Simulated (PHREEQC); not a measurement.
## Ultrapure water in contact with air or piping: an equilibrium model

A made-up water analysis in mg/L, 25 °C, pH 6.11, pe 10.1: Na 0.0186; K 0.0349; Ca 0.109; Mg 0.0295; Cl 0.204; S(6) as SO4 0.12; Alkalinity as HCO3 0.0724; Br 0.00116; Sr 0.0257; Ni 0.00209; Ba 0.00241; F 0.00015.

Valence states are taken as typed.

The numbers come from PHREEQC with the ion-association model, wateq4f.dat.

Precipitation was switched off in this run.

Question: Predict the charge-balance error.

Answer: charge-balance error 3.8 %.

Question: In which forms is C present?

Answer: CO2 63 %, HCO3- 37 % of the C.

Species that the database lacks are ignored.
